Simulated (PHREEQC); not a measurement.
Solution (25 °C): 0.58 mol Na2CO3, 1.8 mol KCl and 3.4e-05 mol H4SiO4 per kg of water. Closed to the air; pH follows from the charge balance.

Model: Pitzer model, pitzer.dat, run in PHREEQC.

Each row changes one thing in this solution. Precipitation was switched off in this run.

```tsv
case	pH	ionic strength (mol/kgw)	SI of Sylvite (KCl)
as made	11.58	3.54	-0.89
H4SiO4 from 3.4e-05 to 0.00017 mol/kgw	11.57	3.54	-0.89
H4SiO4 left out	11.58	3.54	-0.89
Na2CO3 left out	6.80	1.80	-0.87
Na2CO3 replaced by NaBr at the same molality	6.71	2.38	-0.86
H4SiO4 from 3.4e-05 to 5.1e-05 mol/kgw	11.57	3.54	-0.89
```

Complexes and solids missing from the database can't appear. In brines, pH and single-ion activities rest on the MacInnes convention.
